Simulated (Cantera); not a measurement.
An isothermal, constant-pressure homogeneous reactor starts with NO : N2 = 1 : 3.8 (molar parts), at 2023 K and 0.987 atm. Integrator tolerance rtol = 1e-08.

Detailed kinetics in Cantera: GRI-Mech 3.0 (53 species, 325 reactions).

### Question
What does this change do: 0.062 parts H2O added?

### Answer
| quantity | before | after |
|---|---|---|
| x(NO) at 1.00 s | 0.0888 (gas-phase equilibrium 0.00604) | 0.0836 (gas-phase equilibrium 0.00596) |
| x(O) at 1.00 s | 0.000199 (gas-phase equilibrium 0.000255) | 0.000199 (gas-phase equilibrium 0.000253) |
| x(O2) at 1.00 s | 0.0596 (gas-phase equilibrium 0.101) | 0.0607 (gas-phase equilibrium 0.0995) |
| x(N2) at 1.00 s | 0.851 (gas-phase equilibrium 0.893) | 0.842 (gas-phase equilibrium 0.881) |
| x(NO2) at 1.00 s | 7.91e-5 (gas-phase equilibrium 6.95e-6) | 7.47e-5 (gas-phase equilibrium 6.80e-6) |
| x(N2O) at 1.00 s | 3.88e-6 (gas-phase equilibrium 3.61e-7) | 3.13e-6 (gas-phase equilibrium 3.54e-7) |
